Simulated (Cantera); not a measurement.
A perfectly stirred reactor is fed with 3.36 % CH4, 4.03 % C2H6, 0.907 % C3H8, 18.1 % O2, 68.2 % N2, 5.38 % CO2, equivalence ratio 1.4, at 15.8 atm; it is adiabatic with a 550 K inlet, and is followed from long to short residence time, starting on the burning branch (τ in s: 0.044, 0.021, 0.01, 0.005, 0.0024, 0.0012, 0.00058, 0.00028, 0.00014, 6.6e-05, 3.2e-05).

Computed with Cantera and GRI-Mech 3.0 (53 species, 325 reactions). The pressure lies above the range GRI-Mech 3.0 was tuned for (to about 10 atm).

One state of this run: T (K) = 2085; x CH4 = 0.00162; x C2H6 = 6.84e-6; x C3H8 = 7.08e-7; x CO2 = 0.0864; x CH2 = 1.61e-6. x: mole fraction; the columns are a selection and need not sum to one.

Q: Which value of τ (s) does it belong to?
A. 0.00014
B. 0.010
C. 0.0024
D. 0.00058

A: C, 0.0024
